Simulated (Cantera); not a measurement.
Charge: 1 mol Ta(OEt)5, 0.39 mol H2O, 0.16 mol CH4, at 2148 K and 2.70 bar.

Method: chemical equilibrium by Gibbs-energy minimisation in Cantera with the NASA 1993 tables (ideal gas, pure condensed phases). Candidate condensed phases: C, C6H6, C7H8, C8H18, H2O, Ta, TaC, Ta2O5; 113 gas species. The feed counts by its element totals alone. TaC: taken at fixed stoichiometry. Condensed phases not in the tables: Ta2C. Equilibrium is a limit: real reactors are often held back by kinetics, nucleation or transport.

Base state: H2 0.706, CO 0.290, H 0.00213, C2H2 (acetylene) 0.00135, CH4 0.000398, H2O 3.75e-5, CH3 2.32e-5 (mole fractions); condensed: C(graphite) + TaC(s).

Task: What changes in the equilibrium state with this change: pressure from 2.70 bar to 0.180 Pa?

Result: 
```json
[
 {"species": "H", "before": "0.00213", "after": "0.760"},
 {"species": "CO", "before": "0.290", "after": "0.179"},
 {"species": "H2", "before": "0.706", "after": "0.0598"},
 {"species": "C3", "before": "<1e-9", "after": "0.000456"},
 {"species": "CH4", "before": "0.000398", "after": "<1e-9"},
 {"species": "C", "before": "<1e-9", "after": "0.000329"},
 {"species": "C2", "before": "<1e-9", "after": "3.95e-5"},
 {"species": "H2O", "before": "3.75e-5", "after": "<1e-9"},
 {"species": "C(graphite), mol", "before": "3.71", "after": "3.71"},
 {"species": "TaC(s), mol", "before": "1.00", "after": "1.00"}
]
```
